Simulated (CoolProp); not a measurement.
A single-stage vapour-compression cycle with R134a: evaporating at 215.15 K (dew point), condensing at 274.15 K (bubble point), superheat 0 K, subcooling 5 K, compressor efficiency 0.8, no pressure losses. Each further row changes one setting.

Computed with CoolProp (reference Helmholtz-energy equation of state, Tillner-Roth 1994).

```json
[
 {"case": "as stated", "cooling COP": "2.37", "pressure ratio": "16.8", "discharge temperature (K)": "312.2", "refrigerating effect (kJ/kg)": "168", "volumetric capacity (kJ/m³)": "176"},
 {"case": "evaporating temperature 220.15 K", "cooling COP": "…", "pressure ratio": "12.3", "discharge temperature (K)": "307.1", "refrigerating effect (kJ/kg)": "…", "volumetric capacity (kJ/m³)": "…"},
 {"case": "condensing temperature 269.15 K", "cooling COP": "…", "pressure ratio": "14.0", "discharge temperature (K)": "…", "refrigerating effect (kJ/kg)": "175", "volumetric capacity (kJ/m³)": "182"},
 {"case": "subcooling 10 K", "cooling COP": "2.47", "pressure ratio": "16.8", "discharge temperature (K)": "312.2", "refrigerating effect (kJ/kg)": "175", "volumetric capacity (kJ/m³)": "182"},
 {"case": "superheat 10 K", "cooling COP": "2.37", "pressure ratio": "16.8", "discharge temperature (K)": "323.5", "refrigerating effect (kJ/kg)": "175", "volumetric capacity (kJ/m³)": "…"},
 {"case": "compressor efficiency 0.7", "cooling COP": "…", "pressure ratio": "16.8", "discharge temperature (K)": "…", "refrigerating effect (kJ/kg)": "168", "volumetric capacity (kJ/m³)": "176"}
]
```

Task: What belongs in the gaps?

Result: 
- evaporating temperature 220.15 K, cooling COP: 2.72
- evaporating temperature 220.15 K, refrigerating effect (kJ/kg): 171
- evaporating temperature 220.15 K, volumetric capacity (kJ/m³): 239
- condensing temperature 269.15 K, cooling COP: 2.66
- condensing temperature 269.15 K, discharge temperature (K): 305.5
- superheat 10 K, volumetric capacity (kJ/m³): 174
- compressor efficiency 0.7, cooling COP: 2.08
- compressor efficiency 0.7, discharge temperature (K): 323.3
